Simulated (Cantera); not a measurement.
**SiCl4 + HCl + H2 (chlorosilane synthesis and conversion)**

Feed: 1 mol SiCl4, 1.6 mol HCl, 14 mol H2, at 1800000 Pa.

These are equilibrium values from Cantera (NASA tables, ideal gas, pure condensed phases), not measurements of a reactor. Candidate condensed phases: Si; 19 gas species. The tables' values for SiCl3 are old estimates; treat these amounts as uncertain. Rates play no part.

| T (K) | x H2 | x HCl | x SiCl4 | x SiHCl3 | x SiCl2 | x SiCl3 | x SiH2Cl2 |
|---|---|---|---|---|---|---|---|
| 775 | 0.843 | 0.0967 | 0.0599 | 0.000338 | 3.02e-12 | 3.57e-8 | 1.47e-7 |
| 925 | 0.842 | 0.0982 | 0.0584 | 0.00182 | 5.57e-9 | 2.86e-6 | 5.56e-6 |
| 1075 | 0.838 | 0.102 | 0.0546 | 0.00556 | 1.08e-6 | 6.10e-5 | 6.63e-5 |
| 1225 | 0.831 | 0.109 | 0.0479 | 0.0114 | 4.79e-5 | 0.000538 | 0.000361 |
| 1375 | 0.820 | 0.119 | 0.0388 | 0.0170 | 0.000746 | 0.00251 | 0.00110 |
| 1525 | 0.805 | 0.135 | 0.0274 | 0.0185 | 0.00500 | 0.00679 | 0.00200 |
| 1675 | 0.785 | 0.156 | 0.0155 | 0.0141 | 0.0160 | 0.0110 | 0.00220 |
x: gas mole fraction; nothing condenses.

From 775 K to 1675 K nothing is condensed. The main Si-bearing gas is SiCl4 at 775 K and SiCl2 at 1675 K.
